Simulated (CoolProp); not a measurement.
cis-2-butene along the isotherm 251.85 °C: Z from the reference equation and from simpler models built on Tc = 162.6 °C, pc = 4.236 MPa, ω = 0.202; each cubic takes its own stable root.

Values from CoolProp's reference Helmholtz-energy equation of state, Lemmon 2005. It is a short technical equation, of lower accuracy than the large ones.

| p (MPa) | phase | reference | van der Waals | Redlich-Kwong | Peng-Robinson |
|---|---|---|---|---|---|
| 0.193 | gas | 0.9914 | 0.9914 | 0.9910 | 0.9904 |
| 0.385 | gas | 0.9828 | 0.9828 | 0.9820 | 0.9809 |
| 0.578 | gas | 0.9741 | 0.9740 | 0.9729 | 0.9712 |
| 0.77 | gas | 0.9654 | 0.9652 | 0.9638 | 0.9616 |
| 0.963 | gas | 0.9566 | 0.9562 | 0.9546 | 0.9520 |
| 1.16 | gas | 0.9476 | 0.9469 | 0.9451 | 0.9421 |
| 1.35 | gas | 0.9388 | 0.9378 | 0.9359 | 0.9326 |
| 1.54 | gas | 0.9299 | 0.9286 | 0.9267 | 0.9230 |
| 1.73 | gas | 0.9210 | 0.9192 | 0.9173 | 0.9135 |
| 1.93 | gas | 0.9116 | 0.9092 | 0.9074 | 0.9034 |
| 2.12 | gas | 0.9026 | 0.8996 | 0.8980 | 0.8939 |
